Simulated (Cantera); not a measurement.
Input: 1 mol AlN, 1.8 mol H2, equilibrated at 1.20e-5 bar.

Cantera equilibrium calculation (NASA polynomials, part measured and part estimated; ideal gas, pure solids and liquids). Candidate condensed phases: Al, AlN; 13 gas species. The numbers say what is thermodynamically allowed, not how fast it happens.

### Question
Which condensed phases are stable at each of these points (T (K)): 1473, 1573, 1673, 1773, 1873, 1973, 2073, 2173?

### Answer
| T (K) | condensed phases | Al condensed (%) |
|---|---|---|
| 1473 | AlN(s) | 98.4 |
| 1573 | AlN(s) | 83.6 |
| 1673 | gas only | 0.0 |
| 1773 | gas only | 0.0 |
| 1873 | gas only | 0.0 |
| 1973 | gas only | 0.0 |
| 2073 | gas only | 0.0 |
| 2173 | gas only | 0.0 |

From 1473 K to 1573 K the condensed part is AlN(s). From 1673 K to 2173 K nothing is condensed.
